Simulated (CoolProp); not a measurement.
Saturation properties of propylene glycol.

Model: reference Helmholtz-energy equation of state, Eisenbach 2021, in CoolProp.

| T (°C) | p (MPa) | liquid density (kg/m³) | vapour density (kg/m³) | enthalpy of vaporisation (kJ/kg) | liquid cp (kJ/(kg K)) |
|---|---|---|---|---|---|
| 240.35 | 0.4164 | 834.8 | 7.873 | (withheld) | 3.667 |
| 249.95 | 0.5205 | 823.1 | (withheld) | 626.6 | 3.726 |
| 259.55 | (withheld) | 811.0 | 12.02 | 613.5 | (withheld) |
| 269.15 | 0.7913 | 798.4 | 14.70 | 599.8 | 3.852 |
| 278.75 | 0.9636 | 785.2 | (withheld) | 585.2 | 3.920 |
| 288.25 | 1.162 | 771.6 | 21.56 | 569.9 | (withheld) |
| 297.85 | 1.395 | 757.2 | 25.95 | 553.4 | 4.075 |
| 307.45 | 1.664 | 742.0 | 31.13 | 535.7 | 4.166 |
| 317.05 | (withheld) | 725.9 | 37.26 | 516.5 | 4.270 |
| 326.65 | 2.325 | 708.7 | 44.51 | 495.6 | 4.393 |
| 336.25 | 2.727 | 690.1 | 53.17 | 472.6 | 4.543 |
| 345.85 | 3.185 | 669.9 | 63.60 | 447.0 | 4.734 |

Q: What belongs in the gaps?

A: 
- 240.35, enthalpy of vaporisation (kJ/kg): 639.1
- 249.95, vapour density (kg/m³): 9.765
- 259.55, p (MPa): 0.6446
- 259.55, liquid cp (kJ/(kg K)): 3.787
- 278.75, vapour density (kg/m³): 17.86
- 288.25, liquid cp (kJ/(kg K)): 3.994
- 317.05, p (MPa): 1.972

It boils at 188.1 °C under 1 atm.
